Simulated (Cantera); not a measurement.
A closed system holds: 1 mol SiH2Cl2, 88 mol H2, held at 100000 Pa.

Equilibrium computed with Cantera from the NASA thermochemical tables; the gas is ideal and each condensed phase is pure. Candidate condensed phases: Si; 19 gas species. The tables' values for SiCl3 are old estimates; treat these amounts as uncertain. Equilibrium is a limit: real reactors are often held back by kinetics, nucleation or transport.

Q: At 1200 K, list the 6 most abundant gas species with their mole fractions, and the condensed phases.

A: H2 0.983, HCl 0.0139, SiHCl3 0.00124, SiCl4 0.000642, SiCl2 0.000462, SiH2Cl2 0.000312. Condensed: Si(s).
